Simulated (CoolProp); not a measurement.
The fluid at 293.15 K and 12.2 MPa is throttled through a valve to 4.72 MPa with no heat exchange. The same conditions are run with several fluids, on thermodynamics alone (safety and materials aside).

Model: reference Helmholtz-energy equation of state of each fluid (carbonyl sulfide: Lemmon 2006; hydrogen chloride: Thol 2018; R227EA: Lemmon 2016; m-xylene: Zhou 2012; cyclohexane: Zhou 2014), in CoolProp.

| fluid | temperature change (K) | final density (kg/m³) |
|---|---|---|
| carbonyl sulfide | +1.5 | ? |
| hydrogen chloride | -2.3 | 855 |
| R227EA | +1.4 | ? |
| m-xylene | +3.7 | 864 |
| cyclohexane | +3.5 | ? |

What belongs in the gaps?


- carbonyl sulfide, final density (kg/m³): 1010
- R227EA, final density (kg/m³): 1430
- cyclohexane, final density (kg/m³): 779
